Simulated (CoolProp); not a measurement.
Saturation properties of octamethylcyclotetrasiloxane (D4).

Model: reference Helmholtz-energy equation of state, Thol 2015, in CoolProp.

| T (°C) | p (kPa) | enthalpy of vaporisation (kJ/kg) | liquid cp (kJ/(kg K)) |
|---|---|---|---|
| 60.75 | 1.339 | 172.5 | 1.734 |
| 68.95 | 2.078 | 169.6 | [?] |
| 77.05 | 3.123 | 166.7 | 1.767 |
| 85.15 | [?] | 163.9 | 1.784 |
| 93.35 | 6.603 | 161.0 | 1.801 |
| 101.45 | [?] | 158.1 | 1.819 |
| 109.65 | 12.84 | 155.3 | 1.837 |
| 117.75 | 17.38 | 152.4 | [?] |
| 125.95 | 23.24 | 149.5 | 1.875 |
| 134.05 | 30.50 | 146.6 | 1.894 |
| 142.25 | 39.60 | 143.6 | 1.913 |
| 150.35 | 50.59 | 140.6 | 1.933 |

Question: What belongs in the gaps?

Answer: 
- 68.95, liquid cp (kJ/(kg K)): 1.750
- 85.15, p (kPa): 4.582
- 101.45, p (kPa): 9.276
- 117.75, liquid cp (kJ/(kg K)): 1.856

It boils at 175.7 °C under 1 atm.
